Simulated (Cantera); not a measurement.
**Adiabatic ignition**

An adiabatic, constant-volume homogeneous reactor starts with H₂ : O₂ : N₂ : H₂O = 1 : 0.417 : 1.57 : 0.069 (molar parts), equivalence ratio 1.2, at 1775 K and 0.987 atm.

Computed with Cantera and GRI-Mech 3.0 (53 species, 325 reactions). Above 3000 K some thermodynamic fits are extrapolated.

| t (s) | T (K) | P (bar) | x H₂ | x O₂ | x H₂O | x N₂O | x OH | x HO₂ |
|---|---|---|---|---|---|---|---|---|
| 1.00e-6 | 1775 | 1.000 | 0.327 | 0.136 | 0.0226 | 9.27e-12 | 1.56e-6 | 4.50e-6 |
| 2.96e-6 | 1775 | 1.00 | 0.326 | 0.136 | 0.0231 | 1.28e-10 | 7.19e-5 | 1.53e-5 |
| 8.77e-6 | 2041 | 1.14 | 0.0882 | 0.0258 | 0.192 | 4.56e-8 | 0.0278 | 1.27e-5 |
| 2.60e-5 | 2600 | 1.39 | 0.0950 | 0.0180 | 0.216 | 9.22e-8 | 0.0385 | 7.32e-6 |
| 7.70e-5 | 3017 | 1.57 | 0.0930 | 0.0120 | 0.243 | 4.04e-7 | 0.0393 | 8.90e-6 |
| 0.000228 | 3033 | 1.58 | 0.0941 | 0.0108 | 0.244 | 4.75e-7 | 0.0379 | 8.49e-6 |
| 0.000675 | 3028 | 1.57 | 0.0953 | 0.0102 | 0.244 | 5.37e-7 | 0.0369 | 8.03e-6 |
| 0.00200 | 3027 | 1.57 | 0.0954 | 0.0101 | 0.244 | 5.42e-7 | 0.0368 | 8.00e-6 |
| 0.00592 | 3027 | 1.57 | 0.0954 | 0.0101 | 0.244 | 5.42e-7 | 0.0368 | 8.00e-6 |
| 0.0175 | 3027 | 1.57 | 0.0954 | 0.0101 | 0.244 | 5.42e-7 | 0.0368 | 8.00e-6 |
| 0.0520 | 3027 | 1.57 | 0.0954 | 0.0101 | 0.244 | 5.42e-7 | 0.0368 | 8.00e-6 |
| 0.154 | 3027 | 1.57 | 0.0954 | 0.0101 | 0.244 | 5.42e-7 | 0.0368 | 8.00e-6 |
| 0.456 | 3027 | 1.57 | 0.0954 | 0.0101 | 0.244 | 5.42e-7 | 0.0368 | 8.00e-6 |
| 1.35 | 3027 | 1.57 | 0.0954 | 0.0101 | 0.244 | 5.42e-7 | 0.0368 | 8.00e-6 |
| 4.00 | 3027 | 1.57 | 0.0954 | 0.0101 | 0.244 | 5.42e-7 | 0.0368 | 8.00e-6 |
x: mole fraction; the columns are a selection and need not sum to one.

```yaml
time_of_steepest_temperature_rise: 6.20 µs
temperature at 4.00 s: 3027 K
equilibrium_temperature: 3027 K
x(H₂) at 4.00 s: 0.0954 (gas-phase equilibrium 0.0954)
x(O₂) at 4.00 s: 0.0101 (gas-phase equilibrium 0.0101)
x(H₂O) at 4.00 s: 0.244 (gas-phase equilibrium 0.244)
```
